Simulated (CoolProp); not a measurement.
Hydrogen chloride along the isobar 8.59 MPa: density (kg/m³) from the reference equation and from simpler models built on Tc = 324.7 K, pc = 8.314 MPa, ω = 0.130; each cubic takes its own stable root.

Values from CoolProp's reference Helmholtz-energy equation of state, Thol 2018.

```
T (K)          phase  reference
-----  -------------  ---------
215.2         liquid       1129
223.4         liquid       1108
231.7         liquid       1086
239.9         liquid       1063
248.1         liquid       1038
256.4         liquid       1013
264.6         liquid      985.9
272.8         liquid      957.1
281.1         liquid      925.6
289.3         liquid      891.2
297.5         liquid      852.3
305.8         liquid      805.7
314           liquid      746.3
322.2         liquid      648.8
330.5  supercritical      253.1
```

How far does each simpler model (Redlich-Kwong, Peng-Robinson) lie from the reference over these 15 states: mean and median of the absolute difference, and the worst?


- Redlich-Kwong: mean 16.2 %, median 15.6 %, worst -24.5 % at 322.2 K and 8.59 MPa
- Peng-Robinson: mean 4.7 %, median 2.8 %, worst -15.7 % at 322.2 K and 8.59 MPa
